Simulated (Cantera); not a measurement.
**Ignition delay**

Mixture: 13.6 % CH4, 18.1 % O2, 68.3 % N2, equivalence ratio 1.5, at 7.00 bar, adiabatic and at constant pressure. Ignition delay is the time to a rise of 400 K.

Detailed kinetics in Cantera: GRI-Mech 3.0 (53 species, 325 reactions).

```csv
T0 (K),delay (ms)
1000,149
1100,32.9
1200,8.70
1300,2.60
1400,0.857
1500,0.306
1600,0.118
1700,0.0497
1800,0.0231
```

```json
{
  "apparent activation energy between 1600 and 1800 K": "200 kJ/mol"
}
```
